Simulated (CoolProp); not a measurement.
A closed Brayton cycle with dry air: compressor inlet 330.15 K and 4.9 MPa, high pressure 13.2 MPa, turbine inlet 705 K, compressor efficiency 0.8, turbine efficiency 0.9, recuperator effectiveness 0.9 (on enthalpy, no pinch check). Each further row changes one setting.

The numbers come from the reference Helmholtz-energy equation of state, Lemmon 2000 in CoolProp. It is a pseudo-pure fit of the blend.

```
case                           thermal efficiency (%)  net work (kJ/kg)  compressor to turbine work  compressor exit (K)  turbine exit (K)
-----------------------------  ----------------------  ----------------  --------------------------  -------------------  ----------------
as stated                                        13.8              24.4                        0.85                465.6             554.5
turbine inlet 655 K                               7.9              12.6                        0.92                465.6             513.7
compressor inlet 340.15 K                        11.5              20.0                        0.88                479.4             554.5
high pressure 11.2 MPa                           16.7              26.3                        0.81                440.5             577.1
recuperator effectiveness 0.5                    11.4              24.4                        0.85                465.6             554.5
```
